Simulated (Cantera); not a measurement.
## Hydrogen reduction and annealing atmospheres: Cu₂O + H₂ + H₂O

Charge: 1 mol Cu₂O, 640 mol H₂, 0.61 mol H₂O, held at 0.370 bar.

Equilibrium computed with Cantera from the NASA thermochemical tables; the gas is ideal and each condensed phase is pure. Candidate condensed phases: Cu, CuO, Cu(OH)₂, Cu₂O, H₂O; 12 gas species. Equilibrium is a limit: real reactors are often held back by kinetics, nucleation or transport.

From 625 °C to 1025 °C the condensed part is Cu(s). From 1125 °C to 1525 °C the condensed part is Cu(l). From 1625 °C to 1825 °C nothing is condensed.

```
T (°C)   x H₂       x H      x Cu    x H₂O     x Cu₂      x OH       x O  n Cu(s)  n Cu(l)
------  -----  --------  --------  -------  --------  --------  --------  -------  -------
625     0.997  1.80e-10    <1e-12  0.00251    <1e-12    <1e-12    <1e-12     2.00        0
725     0.997   3.53e-9  3.89e-11  0.00251    <1e-12    <1e-12    <1e-12     2.00        0
825     0.997   4.06e-8   1.51e-9  0.00251    <1e-12    <1e-12    <1e-12     2.00        0
925     0.997   3.12e-7   3.14e-8  0.00251    <1e-12  6.21e-12    <1e-12     2.00        0
1025    0.997   1.76e-6   4.07e-7  0.00251  3.28e-11  5.74e-11    <1e-12     2.00        0
1125    0.997   7.77e-6   3.51e-6  0.00251  6.74e-10  3.86e-10    <1e-12        0     2.00
1225    0.997   2.82e-5   2.15e-5  0.00251   8.31e-9   2.02e-9    <1e-12        0     1.99
1325    0.997   8.74e-5  0.000104  0.00251   7.38e-8   8.57e-9    <1e-12        0     1.93
1425    0.997  0.000237  0.000418  0.00251   5.01e-7   3.07e-8  5.86e-12        0     1.73
1525    0.995  0.000578   0.00143  0.00251   2.72e-6   9.57e-8  4.30e-11        0     1.08
1625    0.993   0.00128   0.00310  0.00250   6.41e-6   2.64e-7  2.56e-10        0        0
1725    0.992   0.00263   0.00310  0.00250   3.46e-6   6.59e-7   1.28e-9        0        0
1825    0.989   0.00503   0.00310  0.00250   1.97e-6   1.51e-6   5.47e-9        0        0
```
x: gas mole fraction; n: condensed amount in mol.
